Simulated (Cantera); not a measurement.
A closed system holds: 1 mol SiC, 0.031 mol N2O, 6.7 mol H2, equilibrated at 6.68 Torr.

Method: chemical equilibrium by Gibbs-energy minimisation in Cantera with the NASA 1993 tables (ideal gas, pure condensed phases). Candidate condensed phases: C, C6H6, C7H8, C8H18, H2O, Si, SiC, SiO2, Si2N2O, Si3N4; 151 gas species. Mutual solubility and eutectic melting of coexisting phases are not modelled. Gases not in the tables: Si2H6 and higher silanes. The numbers say what is thermodynamically allowed, not how fast it happens.

What share of the Si ends up in condensed phases as a function of T (K), at 900, 1100, 1300, 1500, 1700, 1900, 2100?


```tsv
T (K)	Si condensed (%)	as
900	100.0	SiC(s) + Si2N2O(s)
1100	100.0	SiC(s) + Si2N2O(s)
1300	100.0	SiC(s) + Si2N2O(s)
1500	99.2	SiC(s) + Si2N2O(s)
1700	98.4	SiC(s)
1900	98.2	SiC(s)
2100	96.6	SiC(s)
```
